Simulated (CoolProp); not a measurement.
A Linde-Hampson liquefier for dry air: isothermal reversible compression at 230 K from 1 atm to 15 MPa, throttling to 1 atm, return gas leaving the recuperator 5 K below the feed. Each further row changes one setting.

Values from CoolProp's reference Helmholtz-energy equation of state, Lemmon 2000. It is a pseudo-pure fit of the blend.

```json
[
 {"case": "as stated", "liquid yield per pass": "0.132", "compression work (kJ/kg of gas)": "320"},
 {"case": "high pressure 30 MPa", "liquid yield per pass": "0.192", "compression work (kJ/kg of gas)": "363"},
 {"case": "warm-end temperature 260 K", "liquid yield per pass": "0.089", "compression work (kJ/kg of gas)": "367"},
 {"case": "warm-end gap 10 K", "liquid yield per pass": "0.119", "compression work (kJ/kg of gas)": "320"}
]
```
